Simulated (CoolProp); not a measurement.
Propylene along the isotherm 138.05 °C: density (kg/m³) from the reference equation and from simpler models built on Tc = 91.1 °C, pc = 4555 kPa, ω = 0.146; each cubic takes its own stable root.

Computed with CoolProp (reference Helmholtz-energy equation of state, Lemmon 2013).

| p (kPa) | phase | reference |
|---|---|---|
| 1420 | gas | 18.91 |
| 2850 | gas | 41.66 |
| 4270 | gas | 69.89 |
| 5690 | supercritical | 107.5 |
| 7120 | supercritical | 161.2 |
| 8540 | supercritical | 226.2 |
| 9960 | supercritical | 277.5 |
| 11400 | supercritical | 311.5 |

**Question.** How far does each simpler model (van der Waals, Redlich-Kwong, Peng-Robinson) lie from the reference over these 8 states: mean and median of the absolute difference, and the worst?

**Answer.** 
- van der Waals: mean 5.6 %, median 3.2 %, worst -15.2 % at 138.05 °C and 11400 kPa
- Redlich-Kwong: mean 2.7 %, median 1.5 %, worst -7.6 % at 138.05 °C and 11400 kPa
- Peng-Robinson: mean 2.8 %, median 2.7 %, worst -5.2 % at 138.05 °C and 9960 kPa
